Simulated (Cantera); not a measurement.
What does this Cantera script print?

```python
import numpy as np
import cantera as ct

gas_names = """
    F F2 H HF H2 H2F2 H3F3 H4F4 H5F5 H6F6 H7F7 N NF NF2 NF3 NH NH2 NH3 N2 N2H2 N2H4 Si SiF SiF2 SiF3
    SiF4 SiH SiHF3 SiH2 SiH2F2 SiH3 SiH3F SiH4 SiN Si2 Si2N Si3
""".split()
cond_names = """
    Si(cr) Si(L) Si3N4(a)
""".split()


# ... load() reads the species with a 1 bar reference pressure and builds the phases ...
atoms = {
    'Si': {'Si': 1},
    'HF': {'H': 1, 'F': 1},
    'N2': {'N': 2},
}
top_T = {'Si3N4(a)': 2400}  # K; cautious upper limits of use, not melting points


# ... equilibrate(T, P, feed) seeds the gas with the atoms and calls Mixture.equilibrate('TP', solver="vcs", rtol=1e-11, max_steps=5000) ...
results = []
feed = {'Si': 1, 'HF': 1.6, 'N2': 16}  # mol
T = 1048.15  # K
P = 13332.2  # Pa
mix = equilibrate(T, P, feed)
results.append((T, P, feed, dict(zip(mix.species_names, mix.species_moles))))
print(gas.report(threshold=1e-05))
for i in range(1, mix.n_phases):
    print(f"{mix.phase(i).name:16s} {mix.phase_moles(i):12.5e} mol")
```

Result:

```
       temperature   1048.2 K
          pressure   13332 Pa
           density   0.04373 kg/m^3
  mean mol. weight   28.585 kg/kmol
   phase of matter   gas

                          1 kg             1 kmol
                     ---------------   ---------------
          enthalpy       -5.0019e+05       -1.4298e+07  J
   internal energy       -8.0507e+05       -2.3013e+07  J
           entropy            8746.9        2.5003e+05  J/K
    Gibbs function       -9.6683e+06       -2.7637e+08  J
 heat capacity c_p            1205.7             34466  J/K
 heat capacity c_v            914.87             26151  J/K

                      mass frac. Y      mole frac. X     chem. pot. / RT
                     ---------------   ---------------   ---------------
                HF        0.00013587        0.00019412           -64.642
                H2         0.0033505          0.047507           -22.686
                N2           0.90999           0.92853           -27.074
              SiF4           0.08643          0.023738           -230.75
             SiHF3        8.0149e-05        2.6613e-05           -188.79
     [  +32 minor]        1.2209e-05        4.5664e-06

Si(cr)            0.00000e+00 mol
Si3N4(a)          2.00229e-01 mol
```

Method: chemical equilibrium by Gibbs-energy minimisation in Cantera with the NASA 1993 tables (ideal gas, pure condensed phases). N2 is the only nitrogen source here; it is nearly inert below about 1500 K, so the nitride shown seldom forms there in practice.
